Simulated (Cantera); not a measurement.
## Equilibrium for fluorocarbon and chlorocarbon gases: CH3Cl + CH4

A closed system holds: 1 mol CH3Cl, 0.12 mol CH4, equilibrated at 3.45 Torr.

These are equilibrium values from Cantera (NASA tables, ideal gas, pure condensed phases), not measurements of a reactor. Candidate condensed phases: C, C6H6, C7H8, C8H18; 91 gas species. The tables' values for CCl are old estimates; treat these amounts as uncertain. Equilibrium is a limit: real reactors are often held back by kinetics, nucleation or transport.

| T (°C) | x H | x H2 | x HCl | x Cl | x C3 | x C | x C2 | n C(graphite) |
|---|---|---|---|---|---|---|---|---|
| 725 | 2.36e-8 | 0.553 | 0.446 | 1.77e-8 | <1e-12 | <1e-12 | <1e-12 | 1.12 |
| 925 | 2.09e-6 | 0.554 | 0.446 | 1.46e-6 | <1e-12 | <1e-12 | <1e-12 | 1.12 |
| 1125 | 5.19e-5 | 0.554 | 0.446 | 3.45e-5 | <1e-12 | <1e-12 | <1e-12 | 1.12 |
| 1325 | 0.000584 | 0.553 | 0.446 | 0.000372 | <1e-12 | <1e-12 | <1e-12 | 1.12 |
| 1525 | 0.00385 | 0.551 | 0.443 | 0.00237 | 2.34e-11 | 5.21e-11 | 1.93e-12 | 1.12 |
| 1725 | 0.0174 | 0.542 | 0.430 | 0.0103 | 5.73e-9 | 6.34e-9 | 4.85e-10 | 1.12 |
| 1925 | 0.0589 | 0.514 | 0.393 | 0.0328 | 5.04e-7 | 3.20e-7 | 4.40e-8 | 1.11 |
| 2125 | 0.155 | 0.447 | 0.316 | 0.0783 | 2.06e-5 | 8.38e-6 | 1.86e-6 | 1.10 |
| 2325 | 0.322 | 0.329 | 0.203 | 0.140 | 0.000468 | 0.000132 | 4.39e-5 | 1.08 |
| 2525 | 0.514 | 0.184 | 0.0974 | 0.188 | 0.00670 | 0.00140 | 0.000654 | 0.979 |
| 2725 | 0.607 | 0.0688 | 0.0325 | 0.195 | 0.0664 | 0.0108 | 0.00674 | 0.0116 |
| 2925 | 0.661 | 0.0257 | 0.0114 | 0.198 | 0.0558 | 0.0313 | 0.0121 | 0 |
x: gas mole fraction; n: condensed amount in mol.

From 725 °C to 2725 °C the condensed part is C(graphite). At 2925 °C nothing is condensed. The main C-bearing gas is CH4 at 725 °C and C3 at 2925 °C.
